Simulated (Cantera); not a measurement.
Charge: 1 mol FeS2, 0.18 mol H2S, 2.4 mol CO2, equilibrated at 848 K and 101000 Pa.

Cantera equilibrium calculation (NASA polynomials, part measured and part estimated; ideal gas, pure solids and liquids). Gases not in the tables: S3 to S7. Kinetics and transport are ignored.

| species | before | after |
|---|---|---|
| CO2 | 0.901 | 0.897 |
| H2S | 0.0439 | 0.0463 |
| H2O | 0.0249 | 0.0263 |
| CO | 0.00822 | 0.00969 |
| COS | 0.0166 | 0.0165 |
| SO2 | 4.26e-5 | 2.57e-5 |
| S2 | 0.00439 | 0.00312 |
| H2 | 0.000702 | 0.000878 |
| CS2 | 7.32e-5 | 7.27e-5 |
| FeS2(s), mol | 1.00 | 1.00 |
Gas species are given as mole fractions.

**Question.** What was changed between the two runs?
A. 0.011 mol H2 added
B. pressure from 101000 Pa to 1200000 Pa
C. temperature from 848 K to 798 K
D. temperature from 848 K to 1300 K

**Answer.** A, 0.011 mol H2 added
